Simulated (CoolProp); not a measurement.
The fluid at 306.49 K and 2.15 MPa flows at 2 m/s in a round tube of 50 mm bore and 45 µm roughness, fully developed (64/Re and Nu = 3.66 if laminar; Colebrook and Gnielinski if turbulent). The same conditions are run with several fluids, on thermodynamics alone (safety and materials aside).

The numbers come from the reference Helmholtz-energy equation of state of each fluid (C2F6 (R116): Lemmon 2006; ethane: Bücker 2006; dry air: Lemmon 2000; carbon dioxide: Span 1996; R13: Platzer 1990) in CoolProp. The equations of Platzer and Polt are older, rougher fits. Blends and air are pseudo-pure fits.

```
fluid           Reynolds number  Darcy friction factor  pressure drop (Pa/m)  heat-transfer coefficient (W/(m² K))  mass flow (kg/h)
--------------  ---------------  ---------------------  --------------------  ------------------------------------  ----------------
C2F6 (R116)              966000                      …                   120                                   763              2170
ethane                   295000                 0.0202                  24.6                                     …                 …
dry air                       …                 0.0213                  20.9                                     …                 …
carbon dioxide           265000                 0.0203                  33.7                                   230               586
R13                           …                 0.0196                  87.3                                     …              1570
```

Question: What belongs in the gaps?

Answer: 
- C2F6 (R116), Darcy friction factor: 0.0195
- ethane, heat-transfer coefficient (W/(m² K)): 346
- ethane, mass flow (kg/h): 430
- dry air, Reynolds number: 128000
- dry air, heat-transfer coefficient (W/(m² K)): 155
- dry air, mass flow (kg/h): 347
- R13, Reynolds number: 706000
- R13, heat-transfer coefficient (W/(m² K)): 481

Transport values come from each fluid's own correlations; those of C2F6 (R116), R13 are estimates that may be off by 10 % or more.
